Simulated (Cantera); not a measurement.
Input: 1 mol Pb, 0.079 mol H₂, 0.46 mol N₂, held at 523 K and 0.170 bar.

Cantera equilibrium calculation (NASA polynomials, part measured and part estimated; ideal gas, pure solids and liquids). Candidate condensed phases: Pb; 11 gas species. The numbers say what is thermodynamically allowed, not how fast it happens.

Base state: N₂ 0.854, H₂ 0.144, NH₃ 0.00161 (mole fractions); condensed: Pb(s).

Problem. What changes in the equilibrium state with this change: temperature from 523 K to 950 K?

Solution. 
| species | before | after |
|---|---|---|
| N₂ | 0.854 | 0.853 |
| H₂ | 0.144 | 0.147 |
| Pb | <1e-9 | 2.96e-5 |
| NH₃ | 0.00161 | 7.27e-6 |
| Pb(s), mol | 1.00 | 0 |
| Pb(l), mol | 0 | 1.000 |
